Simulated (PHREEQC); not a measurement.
Make-up at 25 °C: 2.6 mmol/kgw Cu(NO3)2, 0.17 mmol/kgw H2SO4 and 0.36 mmol/kgw NaCl. Closed to the air; pH follows from the charge balance.

The numbers come from PHREEQC with the ion-association model, wateq4f.dat.

This is a speciation only: nothing precipitates in the calculation.

Q: Estimate the pH.

A: pH 3.51.

Q: In which forms is Cu present?

A: Cu+2 99 %, CuSO4 1.3 % of the Cu.
